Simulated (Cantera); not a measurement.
Cantera run:

```python
import numpy as np
import cantera as ct

gas_names = """
    H H2 N NH NH2 NH3 N2 N2H2 N2H4 Si SiH SiH2 SiH3 SiH4 SiN Si2 Si2N Si3
""".split()
cond_names = """
    Si(cr) Si(L) Si3N4(a)
""".split()


# ... load() reads the species with a 1 bar reference pressure and builds the phases ...
atoms = {
    'SiH4': {'Si': 1, 'H': 4},
    'N2': {'N': 2},
}
top_T = {'Si3N4(a)': 2400}  # K; cautious upper limits of use, not melting points


# ... equilibrate(T, P, feed) seeds the gas with the atoms and calls Mixture.equilibrate('TP', solver="vcs", rtol=1e-11, max_steps=5000) ...
results = []
feed = {'SiH4': 1, 'N2': 140}  # mol
T = 875  # K
P = 150000  # Pa
mix = equilibrate(T, P, feed)
results.append((T, P, feed, dict(zip(mix.species_names, mix.species_moles))))
print(gas.report(threshold=1e-05))
for i in range(1, mix.n_phases):
    print(f"{mix.phase(i).name:16s} {mix.phase_moles(i):12.5e} mol")
```

It prints:

```
       temperature   875 K
          pressure   1.5e+05 Pa
           density   0.57001 kg/m^3
  mean mol. weight   27.646 kg/kmol
   phase of matter   gas

                          1 kg             1 kmol
                     ---------------   ---------------
          enthalpy        6.2991e+05        1.7415e+07  J
   internal energy        3.6676e+05        1.0139e+07  J
           entropy            7966.1        2.2023e+05  J/K
    Gibbs function       -6.3404e+06       -1.7529e+08  J
 heat capacity c_p            1154.8             31926  J/K
 heat capacity c_v            854.06             23612  J/K

                      mass frac. Y      mole frac. X     chem. pot. / RT
                     ---------------   ---------------   ---------------
                H2         0.0010315          0.014145           -21.037
                N2           0.99897           0.98585           -24.138
     [  +16 minor]        2.3013e-06        3.7357e-06

Si(cr)            0.00000e+00 mol
Si3N4(a)          3.33333e-01 mol
```

Method: chemical equilibrium by Gibbs-energy minimisation in Cantera with the NASA 1993 tables (ideal gas, pure condensed phases). N2 is the only nitrogen source here; it is nearly inert below about 1500 K, so the nitride shown seldom forms there in practice.
